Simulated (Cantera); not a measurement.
Charge: 1 mol CH2F2, 8.5 mol H2, at 0.530 bar.

These are equilibrium values from Cantera (NASA tables, ideal gas, pure condensed phases), not measurements of a reactor. Candidate condensed phases: C, C6H6, C7H8, C8H18; 110 gas species. Ions and electrons are included (thermal ionisation). Kinetics and transport are ignored.

log p: log10 of the partial pressure in bar; n: condensed amount in mol.

```json
[
 {"T (K)": "2500", "log p H": "-1.79", "log p H2": "-0.39", "log p HF": "-1.00", "log p F": "-5.09", "log p C": "-6.78", "log p C2H2 (acetylene)": "-2.35", "n C(graphite)": "0.818"},
 {"T (K)": "2750", "log p H": "(withheld)", "log p H2": "-0.42", "log p HF": "-1.01", "log p F": "(withheld)", "log p C": "(withheld)", "log p C2H2 (acetylene)": "(withheld)", "n C(graphite)": "(withheld)"},
 {"T (K)": "3000", "log p H": "-1.05", "log p H2": "-0.49", "log p HF": "-1.04", "log p F": "-3.80", "log p C": "-4.30", "log p C2H2 (acetylene)": "-1.69", "n C(graphite)": "0.00330"},
 {"T (K)": "3250", "log p H": "-0.79", "log p H2": "-0.58", "log p HF": "-1.07", "log p F": "-3.30", "log p C": "-3.50", "log p C2H2 (acetylene)": "-1.81", "n C(graphite)": "0"},
 {"T (K)": "3500", "log p H": "-0.60", "log p H2": "-0.74", "log p HF": "-1.13", "log p F": "-2.86", "log p C": "-2.86", "log p C2H2 (acetylene)": "-2.07", "n C(graphite)": "0"},
 {"T (K)": "3750", "log p H": "(withheld)", "log p H2": "(withheld)", "log p HF": "(withheld)", "log p F": "(withheld)", "log p C": "(withheld)", "log p C2H2 (acetylene)": "(withheld)", "n C(graphite)": "0"},
 {"T (K)": "4000", "log p H": "-0.41", "log p H2": "-1.22", "log p HF": "-1.29", "log p F": "-2.10", "log p C": "-2.03", "log p C2H2 (acetylene)": "-3.13", "n C(graphite)": "0"},
 {"T (K)": "4250", "log p H": "-0.37", "log p H2": "-1.51", "log p HF": "-1.42", "log p F": "-1.79", "log p C": "-1.80", "log p C2H2 (acetylene)": "-3.89", "n C(graphite)": "0"},
 {"T (K)": "4500", "log p H": "-0.36", "log p H2": "-1.79", "log p HF": "-1.60", "log p F": "-1.58", "log p C": "-1.69", "log p C2H2 (acetylene)": "-4.76", "n C(graphite)": "0"},
 {"T (K)": "4750", "log p H": "-0.35", "log p H2": "-2.06", "log p HF": "-1.83", "log p F": "-1.45", "log p C": "-1.64", "log p C2H2 (acetylene)": "-5.68", "n C(graphite)": "0"},
 {"T (K)": "5000", "log p H": "-0.35", "log p H2": "-2.31", "log p HF": "-2.09", "log p F": "-1.39", "log p C": "-1.63", "log p C2H2 (acetylene)": "-6.55", "n C(graphite)": "0"}
]
```

Question: Fill in the missing entries.

Answer: 
- 3750, log p H: -0.47
- 3750, log p H2: -0.95
- 3750, log p HF: -1.20
- 3750, log p F: -2.46
- 3750, log p C: -2.38
- 3750, log p C2H2 (acetylene): -2.52
- 2750, log p H: -1.38
- 2750, log p F: -4.39
- 2750, log p C: -5.42
- 2750, log p C2H2 (acetylene): -1.97
- 2750, n C(graphite): 0.539
